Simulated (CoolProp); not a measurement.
n-octane at several states: fugacity coefficient from the reference equation and from simpler models built on Tc = 295.6 °C, pc = 2.484 MPa, ω = 0.398; each cubic takes its own stable root.

Model: reference Helmholtz-energy equation of state, Beckmüller 2019, in CoolProp.

```csv
T (°C),p (MPa),phase,reference,van der Waals,Redlich-Kwong,Soave-Redlich-Kwong,Peng-Robinson
220.05,0.526,gas,0.8741,___,0.8931,___,___
270.35,8.12,liquid,0.2163,0.3102,0.2549,0.2393,0.2218
169.25,0.0754,gas,0.9731,0.9837,0.9791,0.9762,0.9748
110.75,0.543,liquid,0.1194,0.6749,0.2806,___,0.1206
```

Q: Fill in the missing entries.

A: 
- 220.05, van der Waals: 0.9120
- 220.05, Soave-Redlich-Kwong: 0.8835
- 220.05, Peng-Robinson: 0.8754
- 110.75, Soave-Redlich-Kwong: 0.1204
